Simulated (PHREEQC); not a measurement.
## Brine (model solution)

Dissolve 0.7 mol CaCl2, 0.0083 mol K2SO4 and 0.087 mol MgCl2 per kg of water at 25 °C. Closed to the air; pH follows from the charge balance.

Equilibrium calculation in PHREEQC: Pitzer model, pitzer.dat.

The ionic strength comes out as 2.39 mol/kgw and the activity of water is 0.958. The density is 1.065 g/cm³ and the osmotic coefficient is 0.987.

```json
[
 {"species": "Cl-", "molality": "1.57", "activity": "0.898", "log γ": "-0.244"},
 {"species": "Ca+2", "molality": "0.700", "activity": "0.219", "log γ": "-0.504"},
 {"species": "Mg+2", "molality": "0.0870", "activity": "0.0321", "log γ": "-0.433"},
 {"species": "K+", "molality": "0.0166", "activity": "0.0109", "log γ": "-0.184"},
 {"species": "SO4-2", "molality": "0.00830", "activity": "0.000123", "log γ": "-1.830"},
 {"species": "H+", "molality": "3.17e-7", "activity": "3.84e-7", "log γ": "0.084"},
 {"species": "OH-", "molality": "1.90e-7", "activity": "2.52e-8", "log γ": "-0.876"},
 {"species": "MgOH+", "molality": "1.34e-7", "activity": "1.24e-7", "log γ": "-0.032"},
 {"species": "HSO4-", "molality": "7.21e-9", "activity": "4.50e-9", "log γ": "-0.205"}
]
```

Precipitation was switched off in this run.
